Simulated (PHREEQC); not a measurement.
Make-up at 20 °C: 0.05 mol HNO3, 0.01 mol Al(NO3)3 and 8e-06 mol CO2 per kg of water. Closed to the air; pH follows from the charge balance.

Equilibrium calculation in PHREEQC: ion-association model, phreeqc.dat.

```
quantity                    before     after
------------------------  --------  --------
pH                            1.39      1.38
HCO3- (mol/kgw)           1.05e-10  1.01e-10
Al(OH)2+ (mol/kgw)        4.63e-11  2.52e-11
SI of Gibbsite (Al(OH)3)     -7.00     -7.26
```

Q: What was changed between the two runs?
(A) diluted 5-fold with water
(B) temperature from 20 to 75 °C
(C) CO2 from 8e-06 to 4e-05 mol/kgw
(D) Al(NO3)3 from 0.01 to 0.005 mol/kgw

A: D, Al(NO3)3 from 0.01 to 0.005 mol/kgw

No solid was allowed to form.
